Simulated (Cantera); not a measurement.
Low-pressure radical oxidation in H2/O2

An isothermal, constant-pressure homogeneous reactor starts with 21.3 % H2, 78.7 % O2, equivalence ratio 0.14, at 975 K and 11.3 Torr.

Computed with Cantera and GRI-Mech 3.0 (53 species, 325 reactions). Radical loss at walls, strong at low pressure, is not modelled. The temperature is held fixed by assumption; the heat of reaction is taken as removed at once.

```json
[
 {"t (s)": "0.000800", "x H2": "0.213", "x O2": "0.787", "x O": "3.60e-9", "x H2O2": "<1e-12", "x HO2": "9.03e-10", "x OH": "1.35e-9"},
 {"t (s)": "0.00211", "x H2": "0.213", "x O2": "0.787", "x O": "4.76e-6", "x H2O2": "8.45e-11", "x HO2": "2.43e-7", "x OH": "1.77e-6"},
 {"t (s)": "0.00558", "x H2": "0.0151", "x O2": "0.716", "x O": "0.0290", "x H2O2": "4.45e-7", "x HO2": "1.88e-5", "x OH": "0.00506"},
 {"t (s)": "0.0147", "x H2": "0.00199", "x O2": "0.757", "x O": "0.00431", "x H2O2": "6.42e-7", "x HO2": "1.80e-5", "x OH": "0.00151"},
 {"t (s)": "0.0389", "x H2": "0.000208", "x O2": "0.762", "x O": "0.000364", "x H2O2": "4.43e-7", "x HO2": "6.75e-6", "x OH": "0.000353"},
 {"t (s)": "0.103", "x H2": "2.69e-5", "x O2": "0.762", "x O": "4.57e-5", "x H2O2": "2.21e-7", "x HO2": "1.61e-6", "x OH": "0.000125"},
 {"t (s)": "0.271", "x H2": "3.63e-6", "x O2": "0.762", "x O": "8.09e-6", "x H2O2": "9.66e-8", "x HO2": "3.58e-7", "x OH": "5.35e-5"},
 {"t (s)": "0.717", "x H2": "5.48e-7", "x O2": "0.762", "x O": "1.87e-6", "x H2O2": "4.15e-8", "x HO2": "8.98e-8", "x OH": "2.58e-5"},
 {"t (s)": "1.89", "x H2": "1.15e-7", "x O2": "0.762", "x O": "5.26e-7", "x H2O2": "1.81e-8", "x HO2": "2.65e-8", "x OH": "1.37e-5"},
 {"t (s)": "5.00", "x H2": "3.18e-8", "x O2": "0.762", "x O": "1.67e-7", "x H2O2": "7.96e-9", "x HO2": "8.74e-9", "x OH": "7.67e-6"}
]
```
x: mole fraction; the columns are a selection and need not sum to one.

Equilibrium at this temperature and pressure: H2 9.12e-11, O2 0.762, O 5.18e-10, H2O2 5.16e-11, HO2 8.77e-10, OH 4.25e-7 (gas phase only).
